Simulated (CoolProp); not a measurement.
Saturation properties of hydrogen sulfide (Tc = 373.1 K, pc = 8.999 MPa, ω = 0.101).

Computed with CoolProp (reference Helmholtz-energy equation of state, Lemmon 2006). It is a short technical equation, of lower accuracy than the large ones.

```csv
T (K),p (MPa),liquid density (kg/m³),vapour density (kg/m³),enthalpy of vaporisation (kJ/kg),liquid cp (kJ/(kg K)),surface tension (mN/m)
293.4,1.792,786.9,30.07,425.6,2.209,12.2
296.9,1.956,778.3,32.85,418.4,2.236,11.5
300.4,2.131,769.5,35.83,411.0,2.265,10.9
303.9,2.316,760.5,39.05,403.2,2.298,10.3
307.4,2.513,751.3,42.51,395.2,2.335,9.65
310.9,2.722,741.8,46.25,386.9,2.376,9.03
314.4,2.943,732.0,50.27,378.2,2.422,8.42
317.9,3.177,721.9,54.62,369.2,2.474,7.82
321.4,3.424,711.5,59.33,359.7,2.533,7.22
324.9,3.684,700.7,64.43,349.8,2.601,6.64
328.4,3.959,689.4,69.97,339.4,2.679,6.06
331.9,4.248,677.7,76.02,328.4,2.770,5.49
335.4,4.552,665.4,82.63,316.8,2.878,4.93
```

It boils at 212.9 K under 1 atm.

Surface tension comes from a separate correlation (Mulero 2012).
